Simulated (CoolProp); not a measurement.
Vapour-liquid equilibrium of R22 (1) + n-hexane (2) at 249.3 K; x and y are mole fractions of (1).

Values from CoolProp's multi-fluid Helmholtz-energy mixture model, Kamei 1995 and Thol 2019; pair parameters Bell 2016.

| x | bubble pressure (bar) | y at the bubble point | dew pressure at overall composition x (bar) | liquid density (mol/L) |
|---|---|---|---|---|
| 0.05 | 0.2059 | 0.932 | 0.01530 | 8.317 |
| 0.125 | 0.4746 | 0.972 | 0.01661 | 8.665 |
| 0.2 | 0.7129 | 0.982 | 0.01816 | 9.036 |
| 0.275 | 0.9167 | 0.987 | 0.02004 | 9.435 |
| 0.35 | 1.087 | 0.990 | 0.02234 | 9.863 |
| 0.425 | 1.229 | 0.992 | 0.02524 | 10.33 |
| 0.5 | 1.349 | 0.993 | 0.02901 | 10.83 |
| 0.575 | 1.453 | 0.994 | 0.03410 | 11.37 |
| 0.65 | 1.551 | 0.995 | 0.04136 | 11.97 |
| 0.725 | 1.648 | 0.996 | 0.05253 | 12.62 |
| 0.8 | 1.752 | 0.997 | 0.07198 | 13.34 |
| 0.875 | 1.869 | 0.998 | 0.1143 | 14.14 |
| 0.95 | 2.005 | 0.999 | 0.2771 | 15.05 |

No azeotrope shows between x = 0.05 and 0.95.

The pair parameters rest on a limited set of measurements; away from them the model extrapolates. With so large a gap from Raoult's law the liquid may split in two, which this calculation doesn't test in full.
